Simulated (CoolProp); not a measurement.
Cyclopropane along the isobar 4.06 MPa: density (kg/m³) from the reference equation and from simpler models built on Tc = 125.5 °C, pc = 5.605 MPa, ω = 0.131; each cubic takes its own stable root.

Values from CoolProp's reference Helmholtz-energy equation of state, Polt 1992. This equation is an older, rougher fit; its heat capacities, sound speeds and derivatives of the liquid may be far off and weren't checked against measurements.

| T (°C) | phase | reference |
|---|---|---|
| 24.85 | liquid | 626.5 |
| 36.45 | liquid | 608.5 |
| 48.15 | liquid | 589.2 |
| 59.85 | liquid | 568.4 |
| 71.45 | liquid | 545.5 |
| 83.15 | liquid | 519.0 |
| 94.85 | liquid | 486.8 |
| 118.15 | gas | 81.19 |
| 129.85 | gas | 72.95 |
| 141.55 | gas | 67.22 |
| 153.15 | gas | 62.86 |
| 164.85 | gas | 59.31 |
| 176.55 | gas | 56.34 |
| 188.15 | gas | 53.81 |
| 199.85 | gas | 51.58 |

### Question
How far does each simpler model (van der Waals, Redlich-Kwong, Soave-Redlich-Kwong, Peng-Robinson) lie from the reference over these 15 states: mean and median of the absolute difference, and the worst?

### Answer
- van der Waals: mean 18.3 %, median 7.3 %, worst -38.5 % at 94.85 °C and 4.06 MPa
- Redlich-Kwong: mean 5.9 %, median 1.8 %, worst -16.6 % at 94.85 °C and 4.06 MPa
- Soave-Redlich-Kwong: mean 5.2 %, median 1.4 %, worst -14.3 % at 94.85 °C and 4.06 MPa
- Peng-Robinson: mean 2.4 %, median 2.5 %, worst +4.3 % at 24.85 °C and 4.06 MPa
